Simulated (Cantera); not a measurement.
An isothermal, constant-pressure homogeneous reactor starts with H2 : O2 : N2 = 0.053 : 1 : 1.1 (molar parts), at 1050 K and 2.55 Torr.

Computed with Cantera and the H2/O2 subset of GRI-Mech 3.0, which has no nitrogen chemistry. Radical loss at walls, strong at low pressure, is not modelled.

x: mole fraction; the columns are a selection and need not sum to one.

| t (s) | x H2 | x O2 | x H2O2 | x O | x H2O |
|---|---|---|---|---|---|
| 0.000300 | 0.0246 | 0.464 | <1e-12 | 5.25e-12 | <1e-12 |
| 0.000754 | 0.0246 | 0.464 | <1e-12 | 2.85e-11 | 9.45e-12 |
| 0.00189 | 0.0246 | 0.464 | <1e-12 | 1.52e-10 | 1.06e-10 |
| 0.00475 | 0.0246 | 0.464 | <1e-12 | 1.13e-9 | 1.37e-9 |
| 0.0119 | 0.0246 | 0.464 | <1e-12 | 4.15e-8 | 6.47e-8 |
| 0.0300 | 0.0241 | 0.464 | 3.59e-10 | 0.000228 | 0.000366 |
| 0.0754 | 0.000496 | 0.447 | 1.01e-8 | 0.0138 | 0.0209 |
| 0.189 | 0.000349 | 0.448 | 8.72e-9 | 0.0122 | 0.0219 |
| 0.475 | ? | 0.451 | ? | ? | 0.0230 |
| 1.19 | ? | 0.455 | 1.03e-8 | ? | 0.0241 |
| 3.00 | 3.07e-5 | 0.457 | 9.86e-9 | 0.000994 | 0.0247 |

Problem. Complete the blanks.

Solution. 
- 0.475, x H2: 0.000248
- 0.475, x H2O2: 9.46e-9
- 0.475, x O: 0.00834
- 1.19, x H2: 0.000115
- 1.19, x O: 0.00377
